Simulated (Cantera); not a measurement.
Input: 1 mol AlN, 0.67 mol H2O, 0.72 mol N2, at 1475 °C and 0.00730 bar.

These are equilibrium values from Cantera (NASA tables, ideal gas, pure condensed phases), not measurements of a reactor. Candidate condensed phases: Al, AlN, Al2O3, H2O; 35 gas species. Mutual solubility and eutectic melting of coexisting phases are not modelled. Equilibrium is a limit: real reactors are often held back by kinetics, nucleation or transport.

Base state: N2 0.584, H2 0.414, H 0.00172, Al 0.000180, Al2O 3.85e-5 (mole fractions); condensed: AlN(s) + Al2O3(s).

Task: What changes in the equilibrium state with this change: temperature from 1475 °C to 702 °C?

Result: 
```csv
species,before,after
N2,0.584,0.585
H2,0.414,0.415
H,0.00172,8.63e-9
Al,0.000180,<1e-9
Al2O,3.85e-5,<1e-9
"AlN(s), mol",0.553,0.553
"Al2O3(s), mol",0.223,0.223
```
